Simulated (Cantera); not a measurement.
A perfectly stirred reactor is fed with 5.56 % H₂, 16.9 % O₂, 77.6 % N₂, equivalence ratio 0.17, at 84000 Pa; it is held at 1025 K, and followed from long to short residence time.

Detailed kinetics in Cantera: the H2/O2 subset of GRI-Mech 3.0, which has no nitrogen chemistry. The temperature is held fixed by assumption; the heat of reaction is taken as removed at once.

### Question
Predict: x(H₂) at τ = 0.800 s; x(O₂) at τ = 0.800 s; x(OH) at τ = 0.800 s; x(H₂O) at τ = 0.800 s; x(H) at τ = 0.800 s; x(H₂) at τ = 83.0 ms; x(O₂) at τ = 83.0 ms; x(OH) at τ = 83.0 ms; x(H₂O) at τ = 83.0 ms; x(H) at τ = 83.0 ms.

### Answer
* **x(H₂) at τ = 0.800 s**: 0.00123
* **x(O₂) at τ = 0.800 s**: 0.145
* **x(OH) at τ = 0.800 s**: 3.69e-6
* **x(H₂O) at τ = 0.800 s**: 0.0560
* **x(H) at τ = 0.800 s**: 3.50e-7
* **x(H₂) at τ = 83.0 ms**: 0.00339
* **x(O₂) at τ = 83.0 ms**: 0.146
* **x(OH) at τ = 83.0 ms**: 1.22e-5
* **x(H₂O) at τ = 83.0 ms**: 0.0537
* **x(H) at τ = 83.0 ms**: 3.08e-6
